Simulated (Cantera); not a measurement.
Input: 1 mol SiCl₄, 4.8 mol N₂, at 1075 K and 140 Pa.

Method: chemical equilibrium by Gibbs-energy minimisation in Cantera with the NASA 1993 tables (ideal gas, pure condensed phases). Candidate condensed phases: Si, Si₃N₄; 13 gas species. The tables' values for SiCl₃ are old estimates; treat these amounts as uncertain. Rates play no part.

Base state: N₂ 0.828, SiCl₄ 0.172, SiCl₃ 3.03e-5, Cl 2.86e-5 (mole fractions); condensed: gas only.

Question: What changes in the equilibrium state with this change: temperature from 1075 K to 1448.15 K?

Answer: 
| species | before | after |
|---|---|---|
| N₂ | 0.828 | 0.820 |
| SiCl₄ | 0.172 | 0.162 |
| Cl | 2.86e-5 | 0.00938 |
| SiCl₂ | 8.42e-8 | 0.00117 |
| SiCl₃ | 3.03e-5 | 0.00719 |
